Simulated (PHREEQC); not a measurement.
Consider water at 20 °C with 0.4 mol Na2SO4 per kg of water. Closed to the air; pH follows from the charge balance.

Computed with PHREEQC (Pitzer model, pitzer.dat).

No solid was allowed to form.

### Question
What activity of water does the model give?

### Answer
activity of water 0.985.
